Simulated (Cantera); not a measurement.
# Stirred combustor or abatement burner

A perfectly stirred reactor is fed with 15.6 % CO, 6.69 % H₂, 16.3 % O₂, 61.4 % N₂, at 7500 Torr; it is adiabatic with a 300 K inlet, and is followed from long to short residence time, starting on the burning branch (τ in s: 0.036, 0.016, 0.0072, 0.0032, 0.0014, 0.00063, 0.00028, 0.00013, 5.6e-05, 2.5e-05).

Detailed kinetics in Cantera: GRI-Mech 3.0 (53 species, 325 reactions). The hydrogen kinetics of GRI-Mech 3.0 are dated; newer H2 mechanisms differ, most at raised pressure.

| τ (s) | T (K) | x CO | x H₂ | x O₂ | x O | x HO₂ |
|---|---|---|---|---|---|---|
| 0.036 | 2083 | 0.000899 | 7.09e-5 | 0.0584 | 0.000118 | 2.58e-6 |
| 0.016 | 2081 | 0.00122 | 9.10e-5 | 0.0587 | 0.000143 | 2.90e-6 |
| 0.0072 | 2076 | 0.00182 | 0.000129 | 0.0590 | 0.000191 | 3.56e-6 |
| 0.0032 | 2066 | 0.00291 | 0.000197 | 0.0594 | 0.000281 | 4.90e-6 |
| 0.0014 | 2050 | 0.00478 | 0.000316 | 0.0602 | 0.000444 | 7.56e-6 |
| 0.00063 | 2025 | 0.00774 | 0.000502 | 0.0614 | 0.000705 | 1.23e-5 |
| 0.00028 | 1985 | 0.0125 | 0.000792 | 0.0635 | 0.00112 | 2.13e-5 |
| 0.00013 | 1928 | 0.0195 | 0.00119 | 0.0666 | 0.00166 | 3.67e-5 |
| 5.6e-5 | 1824 | 0.0326 | 0.00186 | 0.0728 | 0.00235 | 7.09e-5 |
| 2.5e-5 | 300 | 0.156 | 0.0669 | 0.163 | <1e-12 | <1e-12 |
x: mole fraction; the columns are a selection and need not sum to one.
